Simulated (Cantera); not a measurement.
Input: 1 mol SiC, 0.0013 mol O2, 330 mol N2, 0.97 mol CO2, equilibrated at 1075 K and 10000 Pa.

These are equilibrium values from Cantera (NASA tables, ideal gas, pure condensed phases), not measurements of a reactor. Candidate condensed phases: C, Si, SiC, SiO2, Si2N2O, Si3N4; 34 gas species. N2 is the only nitrogen source here; it is nearly inert below about 1500 K, so the nitride shown seldom forms there in practice. Equilibrium is a limit: real reactors are often held back by kinetics, nucleation or transport.

Base state: N2 0.996, CO 0.00436 (mole fractions); condensed: C(graphite) + Si2N2O(s).

Task: What changes in the equilibrium state with this change: SiC replaced by Si?

Result: 
```tsv
species	before	after
N2	0.996	0.997
CO	0.00436	0.00293
C(graphite), mol	0.527	0
Si2N2O(s), mol	0.500	0.343
SiO2(β-quartz), mol	0	0.315
```
Mutual solubility and eutectic melting of coexisting phases are not modelled.
